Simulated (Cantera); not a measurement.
An isothermal, constant-pressure homogeneous reactor starts with CH4 : H2 : N2 = 0.031 : 1 : 0.0054 (molar parts), at 2425 K and 0.132 atm.

Model: GRI-Mech 3.0 (53 species, 325 reactions), integrated in Cantera. GRI-Mech 3.0 stops at C3 and has no aromatics, soot or wall deposition, so with more carbon than oxygen in the feed, carbon stays in small species such as C2H2 where larger ones or solid carbon would form.

x: mole fraction; the columns are a selection and need not sum to one.

| t (s) | x CH4 | x H2 | x C2H2 | x HCN | x C2H4 | x H |
|---|---|---|---|---|---|---|
| 1.00e-6 | 0.0298 | 0.965 | 7.01e-12 | <1e-12 | 8.50e-10 | 0.000132 |
| 3.97e-6 | 0.0295 | 0.964 | 2.85e-9 | <1e-12 | 8.14e-8 | 0.000569 |
| 1.57e-5 | 0.0285 | 0.963 | 9.91e-7 | 2.26e-11 | 5.04e-6 | 0.00232 |
| 6.24e-5 | 0.0248 | 0.957 | 0.000217 | 4.22e-9 | 0.000107 | 0.00880 |
| 0.000247 | 0.0122 | 0.951 | 0.00584 | 2.44e-7 | 0.000120 | 0.0210 |
| 0.000981 | … | 0.950 | 0.0129 | … | … | … |
| 0.00389 | 0.000202 | 0.943 | 0.0140 | 3.40e-6 | 2.20e-6 | 0.0375 |
| 0.0154 | 3.65e-5 | 0.935 | 0.0141 | 5.53e-6 | 1.75e-6 | 0.0454 |
| 0.0612 | 2.69e-5 | 0.933 | 0.0141 | 1.05e-5 | 1.67e-6 | 0.0477 |
| 0.243 | 2.69e-5 | 0.933 | 0.0141 | 2.99e-5 | 1.67e-6 | 0.0477 |
| 0.962 | 2.68e-5 | 0.933 | 0.0140 | 0.000105 | 1.66e-6 | 0.0477 |
| 3.82 | 2.67e-5 | 0.933 | 0.0139 | 0.000384 | 1.65e-6 | 0.0477 |
| 15.1 | 2.64e-5 | 0.933 | 0.0135 | … | 1.60e-6 | 0.0477 |
| 60.0 | 2.55e-5 | 0.933 | 0.0126 | 0.00307 | 1.49e-6 | 0.0477 |

What belongs in the gaps?


- 0.000981, x CH4: 0.00182
- 0.000981, x HCN: 1.51e-6
- 0.000981, x C2H4: 8.01e-6
- 0.000981, x H: 0.0293
- 15.1, x HCN: 0.00126
